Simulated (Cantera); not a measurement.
An isothermal, constant-pressure homogeneous reactor starts with CH4 : CO2 = 1 : 0.71 (molar parts), at 1450 K and 0.133 bar.

Cantera simulation using GRI-Mech 3.0 (53 species, 325 reactions); the numbers are that mechanism's predictions, not measurements.

x: mole fraction; the columns are a selection and need not sum to one.

```
t (s)      x CH4   x CO2    x C2H6    x C2H4  x H2O2
--------  ------  ------  --------  --------  ------
0.000100   0.585   0.415  7.21e-10  1.69e-10  <1e-12
0.000460   0.585   0.415       [?]   1.90e-8  <1e-12
0.00211    0.585   0.415       [?]   1.64e-6  <1e-12
0.00972    0.584   0.415       [?]   5.19e-5  <1e-12
0.0447     0.581   0.415       [?]  0.000826  <1e-12
0.206      0.555   0.409       [?]   0.00534  <1e-12
0.946      0.461   0.372       [?]   0.00444  <1e-12
4.35       0.265   0.236       [?]   0.00267  <1e-12
20.0      0.0676  0.0645       [?]   0.00289  <1e-12
```

Q: What belongs in the gaps?

A: 
- 0.000460, x C2H6: 6.91e-8
- 0.00211, x C2H6: 5.39e-6
- 0.00972, x C2H6: 0.000114
- 0.0447, x C2H6: 0.000576
- 0.206, x C2H6: 0.000808
- 0.946, x C2H6: 0.000406
- 4.35, x C2H6: 0.000136
- 20.0, x C2H6: 1.61e-5
